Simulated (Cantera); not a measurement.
Cantera run, input and output.

```python
import numpy as np
import cantera as ct

gas = ct.Solution("gri30.yaml")
gas.TPX = 1798, 140000, {'NO': 1, 'N2': 0.79}
reactor = ct.IdealGasConstPressureReactor(gas, energy="off", clone=False)
net = ct.ReactorNet([reactor])
net.rtol, net.atol = 1e-08, 1e-18
show = ['NO', 'O2', 'NO2', 'N2', 'O']
times = np.geomspace(0.0002, 2, 12)

steps = ct.SolutionArray(gas, extra=["t"])
rows = []
print(f"{'t/s':>10s}{'T/K':>9s}{'P/Pa':>11s}" + "".join(f"{s:>11s}" for s in show))
for t in times:
    while net.time < t:
        t_next = net.step()
        steps.append(gas.state, t=t_next)
    rows.append([np.interp(t, steps.t, y) for y in (steps.T, steps.P, *steps(*show).X.T)])
    print(f"{t:10.3e}{rows[-1][0]:9.1f}{rows[-1][1]:11.4g}" + "".join(f"{x:11.3e}" for x in rows[-1][2:]))
rate = np.gradient(steps.T, steps.t)
print("integrator steps:", len(steps.t))
if steps.T.max() > steps.T[0] + 200:
    print(f"time of steepest temperature rise: {steps.t[rate.argmax()]:.4e} s")
gas.TPX = 1798, 140000, {'NO': 1, 'N2': 0.79}
gas.equilibrate("TP")
print(f"equilibrium (TP): T = {gas.T:.1f} K  " + "  ".join(f"{s} {gas[s].X[0]:.3e}" for s in show))
```

Result:

```
       t/s      T/K       P/Pa         NO         O2        NO2         N2          O
 2.000e-04   1798.0    1.4e+05  5.586e-01  1.652e-07  1.971e-05  4.414e-01  1.362e-06
 4.620e-04   1798.0    1.4e+05  5.585e-01  1.021e-06  4.906e-05  4.414e-01  2.270e-06
 1.067e-03   1798.0    1.4e+05  5.584e-01  8.728e-06  1.188e-04  4.414e-01  4.297e-06
 2.466e-03   1798.0    1.4e+05  5.580e-01  7.336e-05  2.307e-04  4.416e-01  7.320e-06
 5.696e-03   1798.0    1.4e+05  5.573e-01  3.631e-04  2.887e-04  4.419e-01  8.845e-06
 1.316e-02   1798.0    1.4e+05  5.558e-01  1.113e-03  3.064e-04  4.426e-01  9.357e-06
 3.040e-02   1798.0    1.4e+05  5.523e-01  2.840e-03  3.370e-04  4.444e-01  1.027e-05
 7.022e-02   1798.0    1.4e+05  5.443e-01  6.773e-03  3.959e-04  4.484e-01  1.209e-05
 1.622e-01   1798.0    1.4e+05  5.266e-01  1.554e-02  4.942e-04  4.572e-01  1.536e-05
 3.748e-01   1798.0    1.4e+05  4.892e-01  3.413e-02  6.253e-04  4.759e-01  2.062e-05
 8.658e-01   1798.0    1.4e+05  4.183e-01  6.952e-02  7.340e-04  5.114e-01  2.798e-05
 2.000e+00   1798.0    1.4e+05  3.081e-01  1.246e-01  7.125e-04  5.665e-01  3.655e-05
integrator steps: 791
equilibrium (TP): T = 1798.0 K  NO 4.546e-03  O2 2.770e-01  NO2 1.553e-05  N2 7.184e-01  O 5.343e-05
```

Detailed kinetics in Cantera: GRI-Mech 3.0 (53 species, 325 reactions).
